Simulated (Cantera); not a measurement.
Charge: 1 mol SiH4, 0.66 mol O2, at 1000 Pa.

Method: chemical equilibrium by Gibbs-energy minimisation in Cantera with the NASA 1993 tables (ideal gas, pure condensed phases). Candidate condensed phases: H2O, Si, SiO2; 18 gas species. Mutual solubility and eutectic melting of coexisting phases are not modelled. Rates play no part.

Q: Which condensed phases are stable at each of these points (T (°C)): 527, 552, 577, 602, 627, 652, 677, 702, 727, 752, 777?

A: 
```tsv
T (°C)	condensed phases	Si condensed (%)
527	Si(s) + SiO2(α-quartz)	100.0
552	Si(s) + SiO2(α-quartz)	100.0
577	Si(s) + SiO2(β-quartz)	100.0
602	Si(s) + SiO2(β-quartz)	100.0
627	Si(s) + SiO2(β-quartz)	100.0
652	Si(s) + SiO2(β-quartz)	100.0
677	Si(s) + SiO2(β-quartz)	100.0
702	Si(s) + SiO2(β-quartz)	100.0
727	Si(s) + SiO2(β-quartz)	100.0
752	Si(s) + SiO2(β-quartz)	100.0
777	Si(s) + SiO2(β-quartz)	100.0
```

From 527 °C to 552 °C the condensed part is Si(s) + SiO2(α-quartz). From 577 °C to 777 °C the condensed part is Si(s) + SiO2(β-quartz).
